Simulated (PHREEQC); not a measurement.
0.049 g of hydrous ferric oxide (600 m²/g; 0.2 weak and 0.005 strong sites per Fe, Dzombak-Morel constants, diffuse double layer) in 1 kg of water with 0.05 mol/kgw of an inert sodium salt and 1e-05 mol SrCl2 and 2.8e-07 mol NiCl2, at 25 °C; the pH is set by adding NaOH or the inert anion's acid. Oxygen alone is held at its pressure in air (log pO2 = -0.68). No CO2 enters from the air. No solid was allowed to form.

Model: ion-association model, wateq4f.dat, run in PHREEQC.

Question: Predict Sr sorbed (%), Ni sorbed (%), surface charge σ (C/m²) at pH = 5.5, 8.5, 10.

Answer: 
```
pH   Sr sorbed (%)  Ni sorbed (%)  surface charge σ (C/m²)
---  -------------  -------------  -----------------------
5.5            0.0            0.6                    0.130
8.5           14.3           99.8                   -0.009
10            76.3          100.0                   -0.063
```
